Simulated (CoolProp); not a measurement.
Decamethyltetrasiloxane (MD2M) at several states: Z from the reference equation and from simpler models built on Tc = 599.4 K, pc = 1.144 MPa, ω = 0.635; each cubic takes its own stable root.

The numbers come from the reference Helmholtz-energy equation of state, Thol 2017 in CoolProp.

```csv
T (K),p (MPa),phase,reference
344.3,6.57,liquid,0.8757
577.6,3.71,liquid,0.4353
397.9,0.397,liquid,0.04982
220.1,1.39,liquid,0.2540
544.7,3.33,liquid,0.3860
570.3,0.39,gas,0.8512
```

How far does each simpler model (van der Waals, Redlich-Kwong, Soave-Redlich-Kwong, Peng-Robinson) lie from the reference over these 6 states: mean and median of the absolute difference, and the worst?


- van der Waals: mean 55.3 %, median 60.9 %, worst +84.3 % at 220.1 K and 1.39 MPa
- Redlich-Kwong: mean 15.7 %, median 17.0 %, worst +24.3 % at 220.1 K and 1.39 MPa
- Soave-Redlich-Kwong: mean 11.3 %, median 11.6 %, worst +20.4 % at 220.1 K and 1.39 MPa
- Peng-Robinson: mean 2.3 %, median 1.2 %, worst +7.7 % at 220.1 K and 1.39 MPa
